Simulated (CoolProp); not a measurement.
Aqueous ethanol as a coolant, 8 % by mass, freezing at -3.4 °C, 1 atm.

Values from CoolProp's Melinder's fits for secondary coolants.

```json
[
 {"T (°C)": "-1.1", "conductivity (W/(m K))": "0.513", "viscosity (mPa s)": "3.12", "Prandtl number": "26.7", "density (kg/m³)": "987.2"},
 {"T (°C)": "3", "conductivity (W/(m K))": "0.518", "viscosity (mPa s)": "2.58", "Prandtl number": "21.7", "density (kg/m³)": "987.1"},
 {"T (°C)": "7.1", "conductivity (W/(m K))": "0.524", "viscosity (mPa s)": "2.18", "Prandtl number": "18.1", "density (kg/m³)": "986.9"},
 {"T (°C)": "11.1", "conductivity (W/(m K))": "0.530", "viscosity (mPa s)": "1.88", "Prandtl number": "15.3", "density (kg/m³)": "986.4"},
 {"T (°C)": "15.2", "conductivity (W/(m K))": "0.535", "viscosity (mPa s)": "1.63", "Prandtl number": "13.1", "density (kg/m³)": "985.7"},
 {"T (°C)": "19.3", "conductivity (W/(m K))": "0.541", "viscosity (mPa s)": "1.44", "Prandtl number": "11.4", "density (kg/m³)": "984.8"},
 {"T (°C)": "23.4", "conductivity (W/(m K))": "0.546", "viscosity (mPa s)": "1.28", "Prandtl number": "9.98", "density (kg/m³)": "983.7"},
 {"T (°C)": "27.4", "conductivity (W/(m K))": "0.552", "viscosity (mPa s)": "1.15", "Prandtl number": "8.85", "density (kg/m³)": "982.5"},
 {"T (°C)": "31.5", "conductivity (W/(m K))": "0.557", "viscosity (mPa s)": "1.03", "Prandtl number": "7.88", "density (kg/m³)": "981.1"},
 {"T (°C)": "35.6", "conductivity (W/(m K))": "0.562", "viscosity (mPa s)": "0.934", "Prandtl number": "7.05", "density (kg/m³)": "979.6"},
 {"T (°C)": "39.7", "conductivity (W/(m K))": "0.567", "viscosity (mPa s)": "0.844", "Prandtl number": "6.33", "density (kg/m³)": "978.0"}
]
```
